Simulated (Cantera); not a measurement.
Feed: 1 mol C, 0.13 mol CO₂, 7.3 mol H₂, held at 1650 °C and 0.000270 bar.

Cantera equilibrium calculation (NASA polynomials, part measured and part estimated; ideal gas, pure solids and liquids). Candidate condensed phases: C, C₆H₆, C₇H₈, C₈H₁₈, H₂O; 110 gas species. Rates play no part.

Base state: H₂ 0.911, H 0.0548, CO 0.0334, C₂H₂ (acetylene) 0.000412 (mole fractions); condensed: C(graphite).

Q: What changes in the equilibrium state with this change: CO₂ from 0.13 to 0.48 mol?

A: 
```json
[
 {"species": "H₂", "before": "0.911", "after": "0.834"},
 {"species": "CO", "before": "0.0334", "after": "0.113"},
 {"species": "H", "before": "0.0548", "after": "0.0524"},
 {"species": "C₂H₂ (acetylene)", "before": "0.000412", "after": "0.000377"},
 {"species": "C(graphite), mol", "before": "0.864", "after": "0.514"}
]
```

Q: What changes in the equilibrium state with this change: pressure from 0.000270 bar to 0.00130 bar?

A: 
```csv
species,before,after
H₂,0.911,0.940
CO,0.0334,0.0340
H,0.0548,0.0254
C₂H₂ (acetylene),0.000412,0.000425
"C(graphite), mol",0.864,0.863
```
